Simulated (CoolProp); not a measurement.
Properties of propane along the isotherm 120.75 °C.

Values from CoolProp's reference Helmholtz-energy equation of state, Lemmon 2009.

| p (bar) | phase | density (kg/m³) | cp (kJ/(kg K)) |
|---|---|---|---|
| 11.8 | gas | 17.29 | 2.210 |
| 23.6 | gas | (withheld) | (withheld) |
| 35.4 | gas | 66.12 | 2.770 |
| 47.2 | supercritical | 108.5 | 3.765 |
| 59 | supercritical | 195.0 | 7.077 |
| 70.9 | supercritical | 283.9 | (withheld) |
| 82.7 | supercritical | 320.9 | 4.229 |
| 94.5 | supercritical | 342.7 | 3.786 |
| 106 | supercritical | 357.9 | 3.549 |

Problem. Complete the blanks.

Solution. 
- 23.6, density (kg/m³): 38.38
- 23.6, cp (kJ/(kg K)): 2.400
- 70.9, cp (kJ/(kg K)): 5.319

The peak of cp marks the crossing from liquid-like to gas-like fluid above the critical point.
